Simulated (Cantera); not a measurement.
A closed system holds: 1 mol Mg(OH)₂, 0.096 mol C, 5.9 mol CO₂, equilibrated at 1848.15 K and 0.100 bar.

Equilibrium computed with Cantera from the NASA thermochemical tables; the gas is ideal and each condensed phase is pure. Candidate condensed phases: C, C₆H₆, C₇H₈, C₈H₁₈, H₂O, Mg, MgCO₃, MgO, Mg(OH)₂; 116 gas species. Rates play no part.

Base state: CO₂ 0.828, H₂O 0.141, CO 0.0283, H₂ 0.00121, O₂ 0.000953, OH 0.000502, H 5.83e-5, O 1.85e-5 (mole fractions); condensed: MgO(s).

Question: What changes in the equilibrium state with this change: C from 0.096 to 0.64 mol?

Answer: 
```
species        before    after
-----------  --------  -------
CO₂             0.828    0.705
CO             0.0283    0.163
H₂O             0.141    0.125
O₂           0.000953  2.10e-5
O             1.85e-5  2.75e-6
H₂            0.00121  0.00721
MgO(s), mol     1.000    1.000
```

Question: What changes in the equilibrium state with this change: 0.0087 mol H₂S added?

Answer: 
| species | before | after |
|---|---|---|
| CO₂ | 0.828 | 0.823 |
| H₂O | 0.141 | 0.142 |
| CO | 0.0283 | 0.0315 |
| SO₂ | 0 | 0.00123 |
| O₂ | 0.000953 | 0.000764 |
| H₂ | 0.00121 | 0.00135 |
| O | 1.85e-5 | 1.66e-5 |
| H | 5.83e-5 | 6.18e-5 |
| OH | 0.000502 | 0.000477 |
| MgO(s), mol | 1.000 | 1.000 |
Further candidate phases: H₂SO₄, MgS, MgSO₄, S.
